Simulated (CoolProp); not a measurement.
R236EA along the isobar 6 MPa: density (kg/m³) from the reference equation and from simpler models built on Tc = 412.4 K, pc = 3.414 MPa, ω = 0.368; each cubic takes its own stable root.

Computed with CoolProp (reference Helmholtz-energy equation of state, Rui 2013).

| T (K) | phase | reference |
|---|---|---|
| 282.9 | liquid | 1492 |
| 294.5 | liquid | 1459 |
| 306 | liquid | 1425 |
| 317.5 | liquid | 1390 |
| 329.1 | liquid | 1353 |
| 340.6 | liquid | 1314 |
| 352.1 | liquid | 1274 |
| 363.7 | liquid | 1229 |

Task: How far does each simpler model (van der Waals, Soave-Redlich-Kwong) lie from the reference over these 8 states: mean and median of the absolute difference, and the worst?

Result: 
- van der Waals: mean 37.2 %, median 37.3 %, worst -38.4 % at 282.9 K and 6 MPa
- Soave-Redlich-Kwong: mean 8.6 %, median 8.4 %, worst -10.0 % at 363.7 K and 6 MPa
